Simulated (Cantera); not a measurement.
A closed system holds: 1 mol c-C4F8, 0.62 mol F2, a varied amount of H2, equilibrated at 1302 °C and 12.0 mbar.

Equilibrium computed with Cantera from the NASA thermochemical tables; the gas is ideal and each condensed phase is pure. Candidate condensed phases: C, C6H6, C7H8, C8H18; 95 gas species. The feed counts by its element totals alone. Gases not in the tables: C2F6 and larger saturated fluorocarbons. Rates play no part.

x: gas mole fraction; n: condensed amount in mol.

```json
[
 {"n(H2) (mol)": "1.2", "x HF": "0.584", "x CF4": "0.415", "x H2": "4.84e-9", "x CF2": "0.000730", "x F": "0.000146", "x CF3": "0.000116", "x H": "2.64e-8", "n C(graphite)": "2.29"},
 {"n(H2) (mol)": "1.4", "x HF": "0.635", "x CF4": "…", "x H2": "…", "x CF2": "0.000683", "x F": "0.000142", "x CF3": "…", "x H": "…", "n C(graphite)": "2.39"},
 {"n(H2) (mol)": "1.6", "x HF": "0.679", "x CF4": "0.320", "x H2": "7.47e-9", "x CF2": "0.000640", "x F": "0.000137", "x CF3": "9.58e-5", "x H": "3.28e-8", "n C(graphite)": "2.49"},
 {"n(H2) (mol)": "1.9", "x HF": "0.736", "x CF4": "…", "x H2": "…", "x CF2": "…", "x F": "0.000131", "x CF3": "…", "x H": "…", "n C(graphite)": "2.64"},
 {"n(H2) (mol)": "2.2", "x HF": "0.784", "x CF4": "0.215", "x H2": "1.21e-8", "x CF2": "0.000525", "x F": "0.000124", "x CF3": "7.11e-5", "x H": "4.18e-8", "n C(graphite)": "2.79"},
 {"n(H2) (mol)": "2.5", "x HF": "0.825", "x CF4": "0.175", "x H2": "1.49e-8", "x CF2": "0.000473", "x F": "0.000118", "x CF3": "6.08e-5", "x H": "4.63e-8", "n C(graphite)": "2.94"},
 {"n(H2) (mol)": "2.9", "x HF": "0.871", "x CF4": "0.129", "x H2": "1.93e-8", "x CF2": "0.000406", "x F": "0.000109", "x CF3": "4.84e-5", "x H": "5.28e-8", "n C(graphite)": "3.14"},
 {"n(H2) (mol)": "3.4", "x HF": "0.917", "x CF4": "0.0821", "x H2": "2.69e-8", "x CF2": "0.000324", "x F": "9.75e-5", "x CF3": "3.45e-5", "x H": "6.22e-8", "n C(graphite)": "3.39"},
 {"n(H2) (mol)": "3.9", "x HF": "0.956", "x CF4": "0.0440", "x H2": "3.99e-8", "x CF2": "0.000237", "x F": "8.34e-5", "x CF3": "2.16e-5", "x H": "7.58e-8", "n C(graphite)": "3.64"},
 {"n(H2) (mol)": "4.5", "x HF": "0.993", "x CF4": "0.00656", "x H2": "1.12e-7", "x CF2": "9.17e-5", "x F": "5.19e-5", "x CF3": "5.19e-6", "x H": "1.27e-7", "n C(graphite)": "3.94"},
 {"n(H2) (mol)": "5.2", "x HF": "0.941", "x CF4": "<1e-12", "x H2": "0.0590", "x CF2": "1.56e-10", "x F": "6.76e-8", "x CF3": "<1e-12", "x H": "9.22e-5", "n C(graphite)": "4.00"}
]
```

Problem. What belongs in the gaps?

Solution. 
- 1.4, x CF4: 0.364
- 1.4, x H2: 6.11e-9
- 1.4, x CF3: 0.000106
- 1.4, x H: 2.97e-8
- 1.9, x CF4: 0.263
- 1.9, x H2: 9.68e-9
- 1.9, x CF2: 0.000581
- 1.9, x CF3: 8.27e-5
- 1.9, x H: 3.73e-8
